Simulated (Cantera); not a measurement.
## SiHCl3 + N2 (silicon nitride deposition)

Feed: 1 mol SiHCl3, a varied amount of N2, held at 2048.15 K and 10.0 mbar.

These are equilibrium values from Cantera (NASA tables, ideal gas, pure condensed phases), not measurements of a reactor. Candidate condensed phases: NH4Cl, Si, Si3N4; 28 gas species. The tables' values for SiCl3, SiCl are old estimates; treat these amounts as uncertain. Equilibrium is a limit: real reactors are often held back by kinetics, nucleation or transport.

```
n(N2) (mol)  log p N2  log p SiCl2  log p HCl  log p Cl  log p H2  log p SiCl3  log p H
-----------  --------  -----------  ---------  --------  --------  -----------  -------
0.31            -2.88        -2.39      -2.43     -3.42     -3.58        -3.74    -4.44
0.83            -2.54        -2.48      -2.52     -3.47     -3.66        -3.88    -4.48
1.3             -2.41        -2.54      -2.59     -3.51     -3.72        -3.98    -4.51
1.9             -2.32        -2.61      -2.66     -3.55     -3.79        -4.09    -4.54
2.4             -2.27        -2.66      -2.72     -3.58     -3.84        -4.17    -4.57
2.9             -2.23        -2.71      -2.76     -3.61     -3.88        -4.25    -4.59
3.4             -2.21        -2.75      -2.81     -3.63     -3.91        -4.31    -4.61
3.9             -2.18        -2.79      -2.85     -3.65     -3.94        -4.37    -4.62
4.4             -2.17        -2.83      -2.88     -3.67     -3.97        -4.43    -4.64
4.9             -2.15        -2.86      -2.92     -3.69     -4.00        -4.48    -4.65
5.4             -2.14        -2.89      -2.95     -3.71     -4.03        -4.53    -4.66
6               -2.13        -2.92      -2.98     -3.73     -4.06        -4.59    -4.68
```
log p: log10 of the partial pressure in bar; nothing condenses.

From 0.31 mol N2 to 6 mol N2 nothing is condensed. The main Si-bearing gas is SiCl2 throughout.
